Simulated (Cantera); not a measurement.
Charge: 1 mol trisilylamine, a varied amount of NH₃, equilibrated at 502 °C and 0.100 bar.

These are equilibrium values from Cantera (NASA tables, ideal gas, pure condensed phases), not measurements of a reactor. Candidate condensed phases: Si, Si₃N₄; 18 gas species. The feed counts by its element totals alone. The numbers say what is thermodynamically allowed, not how fast it happens.

Task: Which condensed phases are stable at each of these points (n(NH₃) (mol)): 0.73, 1, 1.4, 2, 2.8, 4, 5.6, 7.9, 11, 16, 22, 31, 43?

Result: 
```
n(NH₃) (mol)  condensed phases  Si condensed (%)
------------  ----------------  ----------------
0.73          Si(s) + Si₃N₄(s)             100.0
1             Si(s) + Si₃N₄(s)             100.0
1.4           Si(s) + Si₃N₄(s)             100.0
2             Si(s) + Si₃N₄(s)             100.0
2.8           Si(s) + Si₃N₄(s)             100.0
4                     Si₃N₄(s)             100.0
5.6                   Si₃N₄(s)             100.0
7.9                   Si₃N₄(s)             100.0
11                    Si₃N₄(s)             100.0
16                    Si₃N₄(s)             100.0
22                    Si₃N₄(s)             100.0
31                    Si₃N₄(s)             100.0
43                    Si₃N₄(s)             100.0
```

From 0.73 mol NH₃ to 2.8 mol NH₃ the condensed part is Si(s) + Si₃N₄(s). From 4 mol NH₃ to 43 mol NH₃ the condensed part is Si₃N₄(s).
